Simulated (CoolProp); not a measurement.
Vapour-liquid equilibrium of toluene (1) + n-dodecane (2) at 86.05 °C; x and y are mole fractions of (1).

The numbers come from the multi-fluid Helmholtz-energy mixture model, Lemmon 2006 and Lemmon 2004; pair parameters Bell 2016 in CoolProp.

| x | bubble pressure, mixture model (MPa) | bubble pressure, Raoult's law (MPa) | y, mixture model | y, Raoult's law |
|---|---|---|---|---|
| 0.05 | 0.002917 | 0.003347 | 0.670 | 0.712 |
| 0.2 | 0.009700 | 0.01035 | 0.917 | 0.922 |
| 0.35 | 0.01718 | 0.01735 | 0.962 | 0.962 |
| 0.5 | 0.02456 | 0.02436 | 0.980 | 0.979 |
| 0.65 | 0.03158 | 0.03136 | 0.989 | 0.989 |
| 0.8 | 0.03840 | 0.03836 | 0.994 | 0.995 |
| 0.95 | 0.04533 | 0.04537 | 0.999 | 0.999 |

The largest gap from Raoult's law is -12.8 % in bubble pressure, at x = 0.05. No azeotrope shows between x = 0.05 and 0.95.

The pair parameters rest on a limited set of measurements; away from them the model extrapolates. The gap from Raoult's law changes sign with composition, which may be real or a fault of the pair parameters; it wasn't checked against measurements.
